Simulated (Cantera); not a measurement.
# Metals in furnace atmospheres: Cu + CO + H2

Charge: 1 mol Cu, 0.13 mol CO, 72 mol H2, at 14.0 mbar.

Equilibrium computed with Cantera from the NASA thermochemical tables; the gas is ideal and each condensed phase is pure. Candidate condensed phases: C, C6H6, C7H8, C8H18, Cu, CuO, Cu(OH)2, Cu2O, H2O; 113 gas species. Kinetics and transport are ignored.

From 1023 K to 1323 K the condensed part is Cu(s). From 1398 K to 1698 K the condensed part is Cu(l). From 1773 K to 1923 K nothing is condensed.

```tsv
T (K)	x H2	x Cu	x H	x CO	n Cu(s)	n Cu(l)
1023	0.998	2.75e-9	3.50e-8	0.00172	1.00	0
1098	0.998	3.98e-8	2.09e-7	0.00177	1.000	0
1173	0.998	4.08e-7	9.96e-7	0.00179	1.000	0
1248	0.998	3.15e-6	3.94e-6	0.00179	1.000	0
1323	0.998	1.92e-5	1.34e-5	0.00180	0.999	0
1398	0.998	9.27e-5	4.00e-5	0.00180	0	0.993
1473	0.998	0.000370	0.000107	0.00180	0	0.973
1548	0.997	0.00128	0.000260	0.00180	0	0.907
1623	0.994	0.00397	0.000582	0.00179	0	0.712
1698	0.986	0.0111	0.00121	0.00178	0	0.191
1773	0.982	0.0136	0.00238	0.00178	0	0
1848	0.980	0.0136	0.00444	0.00177	0	0
1923	0.977	0.0136	0.00787	0.00177	0	0
```
x: gas mole fraction; n: condensed amount in mol.
